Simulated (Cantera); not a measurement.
A perfectly stirred reactor is fed with CH4 : CO2 = 1 : 2.6 (molar parts), at 540000 Pa; it is held at 1998 K, and followed from long to short residence time.

Cantera simulation using GRI-Mech 3.0 (53 species, 325 reactions); the numbers are that mechanism's predictions, not measurements.

### Question
What does this change do: temperature 1998 to 1700 K?

### Answer
```csv
quantity,before,after
x(CH4) at τ = 0.700 s,0.000693,0.0163
x(CO2) at τ = 0.700 s,0.112,0.172
x(H2O2) at τ = 0.700 s,8.42e-11,2.48e-12
x(OH) at τ = 0.700 s,2.76e-5,1.52e-6
x(H) at τ = 0.700 s,0.000288,2.40e-5
x(CH4) at τ = 31.0 ms,0.00696,0.0580
x(CO2) at τ = 31.0 ms,0.131,0.358
x(H2O2) at τ = 31.0 ms,1.04e-10,4.21e-12
x(OH) at τ = 31.0 ms,3.07e-5,1.97e-6
x(H) at τ = 31.0 ms,0.000271,1.46e-5
```

### Question
What does this change do: pressure from 540000 Pa to 140000 Pa?

### Answer
| quantity | before | after |
|---|---|---|
| x(CH4) at τ = 0.700 s | 0.000693 | 0.000827 |
| x(CO2) at τ = 0.700 s | 0.112 | 0.113 |
| x(H2O2) at τ = 0.700 s | 8.42e-11 | 7.66e-11 |
| x(OH) at τ = 0.700 s | 2.76e-5 | 5.16e-5 |
| x(H) at τ = 0.700 s | 0.000288 | 0.000537 |
| x(CH4) at τ = 31.0 ms | 0.00696 | 0.00777 |
| x(CO2) at τ = 31.0 ms | 0.131 | 0.141 |
| x(H2O2) at τ = 31.0 ms | 1.04e-10 | 1.00e-10 |
| x(OH) at τ = 31.0 ms | 3.07e-5 | 5.91e-5 |
| x(H) at τ = 31.0 ms | 0.000271 | 0.000489 |
